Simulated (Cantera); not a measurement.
Input: 1 mol Al, 0.76 mol HCl, 170 mol H2, 0.0014 mol N2, equilibrated at 0.320 bar.

Equilibrium computed with Cantera from the NASA thermochemical tables; the gas is ideal and each condensed phase is pure. Candidate condensed phases: Al, AlCl3, AlN, NH4Cl; 20 gas species. Mutual solubility and eutectic melting of coexisting phases are not modelled. Equilibrium is a limit: real reactors are often held back by kinetics, nucleation or transport.

Q: What share of the Al ends up in condensed phases as a function of T (°C), at 477, 677, 877, 1077, 1277, 1477, 1677, 1877?

A: 
```csv
T (°C),Al condensed (%),as
477,74.6,Al(s) + AlN(s)
677,68.2,Al(l) + AlN(s)
877,29.2,Al(l) + AlN(s)
1077,24.4,Al(l) + AlN(s)
1277,21.9,Al(l) + AlN(s)
1477,0.3,AlN(s)
1677,0.0,-
1877,0.0,-
```
